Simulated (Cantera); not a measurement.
**CH3SiH3 + C2H4 + H2 + C3H8 (silicon carbide growth)**

A closed system holds: 1 mol CH3SiH3, 0.85 mol C2H4, 8.4 mol H2, 0.047 mol C3H8, held at 13.3 mbar.

Equilibrium computed with Cantera from the NASA thermochemical tables; the gas is ideal and each condensed phase is pure. Candidate condensed phases: C, C6H6, C7H8, C8H18, Si, SiC; 87 gas species. The feed counts by its element totals alone. Gases not in the tables: Si2H6 and higher silanes. Rates play no part.

```json
[
 {"T (K)": "1750", "x H2": "0.998", "x H": "0.00201", "x Si": "2.14e-6", "x C2H2 (acetylene)": "0.000115", "x SiC2": "2.31e-8", "x Si2C": "1.73e-8", "n C(graphite)": "1.84", "n SiC(s)": "1.000"},
 {"T (K)": "1800", "x H2": "0.997", "x H": "0.00310", "x Si": "5.74e-6", "x C2H2 (acetylene)": "0.000175", "x SiC2": "8.36e-8", "x Si2C": "6.09e-8", "n C(graphite)": "1.84", "n SiC(s)": "1.000"},
 {"T (K)": "1850", "x H2": "0.995", "x H": "0.00465", "x Si": "1.46e-5", "x C2H2 (acetylene)": "0.000260", "x SiC2": "2.82e-7", "x Si2C": "2.00e-7", "n C(graphite)": "1.83", "n SiC(s)": "1.000"},
 {"T (K)": "1900", "x H2": "0.993", "x H": "0.00685", "x Si": "3.51e-5", "x C2H2 (acetylene)": "0.000379", "x SiC2": "8.89e-7", "x Si2C": "6.16e-7", "n C(graphite)": "1.83", "n SiC(s)": "0.999"},
 {"T (K)": "1950", "x H2": "0.989", "x H": "0.00988", "x Si": "8.10e-5", "x C2H2 (acetylene)": "0.000541", "x SiC2": "2.64e-6", "x Si2C": "1.79e-6", "n C(graphite)": "1.83", "n SiC(s)": "0.999"},
 {"T (K)": "2000", "x H2": "0.985", "x H": "0.0140", "x Si": "0.000179", "x C2H2 (acetylene)": "0.000757", "x SiC2": "7.41e-6", "x Si2C": "4.91e-6", "n C(graphite)": "1.82", "n SiC(s)": "0.997"},
 {"T (K)": "2050", "x H2": "0.979", "x H": "0.0194", "x Si": "0.000381", "x C2H2 (acetylene)": "0.00104", "x SiC2": "1.98e-5", "x Si2C": "1.28e-5", "n C(graphite)": "1.82", "n SiC(s)": "0.994"},
 {"T (K)": "2100", "x H2": "0.971", "x H": "0.0266", "x Si": "0.000780", "x C2H2 (acetylene)": "0.00140", "x SiC2": "5.03e-5", "x Si2C": "3.19e-5", "n C(graphite)": "1.81", "n SiC(s)": "0.987"},
 {"T (K)": "2150", "x H2": "0.960", "x H": "0.0358", "x Si": "0.00155", "x C2H2 (acetylene)": "0.00186", "x SiC2": "0.000122", "x Si2C": "7.61e-5", "n C(graphite)": "1.81", "n SiC(s)": "0.974"},
 {"T (K)": "2200", "x H2": "0.946", "x H": "0.0475", "x Si": "0.00297", "x C2H2 (acetylene)": "0.00243", "x SiC2": "0.000285", "x Si2C": "0.000174", "n C(graphite)": "1.82", "n SiC(s)": "0.948"}
]
```
x: gas mole fraction; n: condensed amount in mol.

From 1750 K to 2200 K the condensed part is C(graphite) + SiC(s). The main Si-bearing gas is Si throughout.
